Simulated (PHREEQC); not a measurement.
A solution holds 0.014 mol/kgw HF and 0.092 mol/kgw NH3, at 74 °C. Closed to the air; pH follows from the charge balance.

The numbers come from PHREEQC with the ion-association model, phreeqc.dat.

Each row changes one thing in this solution. This is a speciation only: nothing precipitates in the calculation.

| case | pH | ionic strength (mol/kgw) | NH3 (mol/kgw) | NH4+ (mol/kgw) | HF (mol/kgw) |
|---|---|---|---|---|---|
| as made | 8.77 | 0.0141 | 0.0779 | 0.0141 | 8.19e-8 |
| diluted 100-fold with water | 8.51 | 0.000205 | 0.000715 | 0.000205 | 1.65e-9 |
| NH3 replaced by NH4HF2 at the same molality | 3.38 | 0.0925 | 1.73e-6 | 0.0920 | 0.0814 |
| NH3 from 0.092 to 0.046 mol/kgw | 8.38 | 0.0140 | 0.0319 | 0.0140 | 1.99e-7 |
| diluted 10-fold with water | 8.69 | 0.00150 | 0.00770 | 0.00150 | 1.06e-8 |

Away from 25 °C the constants follow the database's enthalpies or fits; those with neither stay at their 25 °C values.
